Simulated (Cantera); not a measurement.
Input: 1 mol SiCl4, 0.011 mol C2H2, 1500 mol H2, held at 1552 °C and 0.00230 bar.

These are equilibrium values from Cantera (NASA tables, ideal gas, pure condensed phases), not measurements of a reactor. Candidate condensed phases: C, C6H6, C7H8, C8H18, Si, SiC; 109 gas species. Gases not in the tables: Si2H6 and higher silanes. Kinetics and transport are ignored.

Base state: H2 0.988, H 0.00913, HCl 0.00261, Si 0.000590, SiH 2.99e-5, Cl 1.84e-5, SiH2 1.05e-5 (mole fractions); condensed: SiC(s).

Problem. What changes in the equilibrium state with this change: pressure from 0.00230 bar to 1.00 bar?

Solution. 
| species | before | after |
|---|---|---|
| H2 | 0.988 | 0.997 |
| HCl | 0.00261 | 0.00262 |
| H | 0.00913 | 0.000440 |
| Si | 0.000590 | 4.55e-6 |
| SiH2 | 1.05e-5 | 3.55e-5 |
| CH4 | 1.44e-7 | 1.43e-5 |
| Cl | 1.84e-5 | 8.81e-7 |
| SiH | 2.99e-5 | 4.82e-6 |
| SiCl2 | 6.16e-6 | 2.06e-5 |
| SiC(s), mol | 0.00548 | 0 |
| Si(l), mol | 0 | 0.897 |
